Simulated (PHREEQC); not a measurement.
# Hard or scaling water: speciation

Make-up at 10 °C: 0.087 mol/kgw SrCl2 and 0.0018 mol/kgw CO2. Closed to the air; pH follows from the charge balance.

The numbers come from PHREEQC with the ion-association model, phreeqc.dat.

This is a speciation only: nothing precipitates in the calculation.

Q: What pH, density, specific conductance does the model give?

A: pH 4.53; density 1.012 g/cm³; specific conductance 11200 µS/cm.

Q: In which forms is C present?

A: CO2 98 %, HCO3- 1.7 % of the C.

At this temperature some constants are extrapolated from 25 °C, and those without enthalpy data are left unchanged.
